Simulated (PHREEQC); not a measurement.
Consider water at 25 °C with 0.0024 mol/kgw HF, 1 mol/kgw NaOH and 0.0031 mol/kgw NaCl. Closed to the air; pH follows from the charge balance.

The numbers come from PHREEQC with the ion-association model, phreeqc.dat.

```json
{
  "pH": "13.77",
  "ionic_strength": "1.00 mol/kgw",
  "activity_of_water": "0.966",
  "density": "1.040 g/cm³",
  "total_alkalinity": "998 meq/kg"
}
```

```tsv
species	molality	activity	log γ
Na+	1.00	0.733	-0.136
OH-	0.998	0.578	-0.237
Cl-	0.00310	0.00189	-0.216
F-	0.00201	0.00116	-0.237
NaF	0.000390	0.000491	0.100
```

Precipitation was switched off in this run. Ionic strength above about 0.7 mol/kgw puts this run outside the model's range. Complexes and solids missing from the database can't appear.
